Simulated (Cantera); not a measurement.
Feed: 1 mol C₂H₂, 18 mol H₂, 0.14 mol H₂O, held at 923 K and 101000 Pa.

Cantera equilibrium calculation (NASA polynomials, part measured and part estimated; ideal gas, pure solids and liquids). Kinetics and transport are ignored.

```tsv
species	before	after
H₂	0.878	0.872
CH₄	0.114	0.107
H₂O	0.00554	0.0140
CO₂	3.25e-5	0.000200
CO	0.00252	0.00612
```
Gas species are given as mole fractions.

Name the change that produced these shifts.
(A) pressure from 101000 Pa to 1900 Pa
(B) temperature from 923 K to 1423 K
(C) H₂O from 0.14 to 0.36 mol
(D) pressure from 101000 Pa to 9500 Pa

C, H₂O from 0.14 to 0.36 mol
